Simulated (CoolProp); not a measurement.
Vapour-liquid equilibrium of carbon dioxide (1) + CH3F (R41) (2) at 0.79 MPa; x and y are mole fractions of (1).

Model: multi-fluid Helmholtz-energy mixture model, Span 1996 and Lemmon 2006; pair parameters Bell 2016, in CoolProp.

| x | bubble temperature, mixture model (°C) | bubble temperature, Raoult's law (°C) | y, mixture model | y, Raoult's law |
|---|---|---|---|---|
| 0.05 | -32.1 | -32.1 | 0.077 | 0.084 |
| 0.2 | -34.8 | -35.1 | [?] | 0.304 |
| 0.35 | -37.2 | -37.7 | [?] | 0.485 |
| 0.5 | -39.4 | -40.0 | 0.611 | 0.636 |
| 0.65 | -41.5 | -42.1 | 0.750 | 0.765 |
| 0.8 | [?] | -44.0 | 0.871 | 0.875 |
| 0.95 | -45.7 | -45.8 | 0.971 | 0.971 |

Problem. Complete the blanks.

Solution. 
- 0.2, y, mixture model: 0.281
- 0.35, y, mixture model: 0.456
- 0.8, bubble temperature, mixture model (°C): -43.6

The largest gap from Raoult's law is +0.6 K in bubble temperature, at x = 0.5. No azeotrope shows between x = 0.05 and 0.95.

The pair parameters rest on a limited set of measurements; away from them the model extrapolates.
